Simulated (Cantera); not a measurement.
Input: 1 mol TiCl4, 4.6 mol O2, 290 mol H2, equilibrated at 1675 K and 750 Torr.

These are equilibrium values from Cantera (NASA tables, ideal gas, pure condensed phases), not measurements of a reactor. Condensed phases not in the tables: Magnéli phases beyond Ti4O7. Kinetics and transport are ignored.

```tsv
species	before	after
HCl	0.0137	0.418
H2O	0.0255	0.340
O2	<1e-9	0.225
H2	0.961	1.10e-5
Cl	1.27e-6	0.0114
Cl2	<1e-9	0.00462
ClO	<1e-9	0.000109
HOCl	<1e-9	7.20e-5
O	<1e-9	1.62e-5
OH	1.46e-7	0.000574
H	0.000114	3.86e-7
Ti4O7(s), mol	0.250	0
TiO2(rutile), mol	0	1.000
```
Gas species are given as mole fractions.

**Question.** Name the change that produced these shifts.
A. pressure from 750 Torr to 3.83 Torr
B. H2 from 290 to 5 mol
C. O2 from 4.6 to 0.28 mol
D. temperature from 1675 K to 1900 K

**Answer.** B, H2 from 290 to 5 mol. Gases not in the tables: TiO(OH)2
